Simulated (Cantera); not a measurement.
An isothermal, constant-pressure homogeneous reactor starts with 33.3 % C2H6, 66.6 % H2, 0.133 % H2O, at 1350 K and 135 Torr.

Computed with Cantera and GRI-Mech 3.0 (53 species, 325 reactions). GRI-Mech 3.0 stops at C3 and has no aromatics, soot or wall deposition, so with more carbon than oxygen in the feed, carbon stays in small species such as C2H2 where larger ones or solid carbon would form.

x: mole fraction; the columns are a selection and need not sum to one.

```json
[
 {"t (s)": "0.000600", "x C2H6": "0.216", "x H2": "0.674", "x CH2": "7.96e-8", "x CH3": "0.000760", "x CH4": "0.0341", "x C2H2": "0.000790"},
 {"t (s)": "0.00113", "x C2H6": "0.142", "x H2": "0.677", "x CH2": "6.07e-8", "x CH3": "0.000643", "x CH4": "0.0593", "x C2H2": "0.00269"},
 {"t (s)": "0.00211", "x C2H6": "0.0674", "x H2": "0.680", "x CH2": "3.69e-8", "x CH3": "0.000461", "x CH4": "0.0870", "x C2H2": "0.00761"},
 {"t (s)": "0.00396", "x C2H6": "0.0206", "x H2": "0.683", "x CH2": "1.48e-8", "x CH3": "0.000254", "x CH4": "0.105", "x C2H2": "0.0171"},
 {"t (s)": "0.00743", "x C2H6": "0.00513", "x H2": "0.687", "x CH2": "4.36e-9", "x CH3": "0.000125", "x CH4": "0.109", "x C2H2": "0.0291"},
 {"t (s)": "0.0139", "x C2H6": "0.00150", "x H2": "0.691", "x CH2": "1.38e-9", "x CH3": "6.74e-5", "x CH4": "0.109", "x C2H2": "0.0407"},
 {"t (s)": "0.0261", "x C2H6": "0.000648", "x H2": "0.694", "x CH2": "6.22e-10", "x CH3": "4.42e-5", "x CH4": "0.109", "x C2H2": "0.0527"},
 {"t (s)": "0.0490", "x C2H6": "0.000439", "x H2": "0.698", "x CH2": "4.39e-10", "x CH3": "3.67e-5", "x CH4": "0.108", "x C2H2": "0.0675"},
 {"t (s)": "0.0919", "x C2H6": "___", "x H2": "0.704", "x CH2": "3.72e-10", "x CH3": "___", "x CH4": "0.107", "x C2H2": "___"},
 {"t (s)": "0.172", "x C2H6": "0.000252", "x H2": "0.711", "x CH2": "3.00e-10", "x CH3": "3.02e-5", "x CH4": "0.105", "x C2H2": "0.110"},
 {"t (s)": "0.323", "x C2H6": "0.000167", "x H2": "0.716", "x CH2": "2.25e-10", "x CH3": "2.61e-5", "x CH4": "0.105", "x C2H2": "0.130"},
 {"t (s)": "0.606", "x C2H6": "0.000116", "x H2": "0.719", "x CH2": "1.73e-10", "x CH3": "2.30e-5", "x CH4": "0.105", "x C2H2": "0.142"},
 {"t (s)": "1.14", "x C2H6": "9.89e-5", "x H2": "0.719", "x CH2": "1.54e-10", "x CH3": "2.18e-5", "x CH4": "0.106", "x C2H2": "0.145"},
 {"t (s)": "2.13", "x C2H6": "9.63e-5", "x H2": "0.718", "x CH2": "1.50e-10", "x CH3": "2.18e-5", "x CH4": "0.109", "x C2H2": "0.145"},
 {"t (s)": "4.00", "x C2H6": "9.53e-5", "x H2": "0.714", "x CH2": "1.48e-10", "x CH3": "2.21e-5", "x CH4": "0.113", "x C2H2": "0.144"}
]
```

Problem. Fill in the missing entries.

Solution. 
- 0.0919, x C2H6: 0.000347
- 0.0919, x CH3: 3.37e-5
- 0.0919, x C2H2: 0.0872
